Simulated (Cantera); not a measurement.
## Dilute partial oxidation

An isothermal, constant-pressure homogeneous reactor starts with CH3OH : O2 : N2 = 0.0078 : 0.0049 : 1 (molar parts), at 1275 K and 1.00 bar.

Computed with Cantera and GRI-Mech 3.0 (53 species, 325 reactions). GRI-Mech 3.0 was tuned for natural gas; its chemistry of methanol as a main component is partial and can be far from experiment.

| t (s) | x CH3OH | x O2 | x H2O | x H2 | x CO | x CH2 |
|---|---|---|---|---|---|---|
| 1.00e-6 | 0.00770 | 0.00484 | 1.29e-9 | 6.54e-11 | 7.82e-11 | 7.90e-10 |
| 3.83e-6 | 0.00770 | 0.00484 | 6.97e-9 | 2.61e-9 | 7.57e-10 | 1.98e-9 |
| 1.47e-5 | 0.00770 | 0.00484 | 3.59e-8 | 4.20e-8 | 5.02e-9 | 2.66e-9 |
| 5.62e-5 | 0.00770 | 0.00484 | 1.54e-7 | 2.54e-7 | 2.25e-8 | 2.67e-9 |
| 0.000215 | 0.00770 | 0.00484 | 6.16e-7 | 1.14e-6 | 8.98e-8 | 2.67e-9 |
| 0.000825 | 0.00769 | 0.00483 | 2.69e-6 | 5.74e-6 | 3.61e-7 | 2.67e-9 |
| 0.00316 | 0.00762 | 0.00481 | 2.70e-5 | 5.38e-5 | 2.77e-6 | 2.64e-9 |
| 0.0121 | 2.31e-5 | 0.00194 | 0.00545 | 0.00960 | 0.00732 | 2.12e-8 |
| 0.0464 | <1e-12 | 1.20e-8 | 0.00725 | 0.00792 | 0.00530 | <1e-12 |
| 0.178 | <1e-12 | 4.79e-10 | 0.00710 | 0.00813 | 0.00515 | <1e-12 |
| 0.681 | <1e-12 | 2.82e-11 | 0.00705 | 0.00819 | 0.00509 | <1e-12 |
| 2.61 | <1e-12 | 1.86e-12 | 0.00702 | 0.00822 | 0.00507 | <1e-12 |
| 10.0 | <1e-12 | <1e-12 | 0.00701 | 0.00823 | 0.00506 | <1e-12 |
x: mole fraction; the columns are a selection and need not sum to one.

Equilibrium at this temperature and pressure: CH3OH <1e-12, O2 <1e-12, H2O 0.00700, H2 0.00824, CO 0.00505, CH2 <1e-12 (gas phase only).
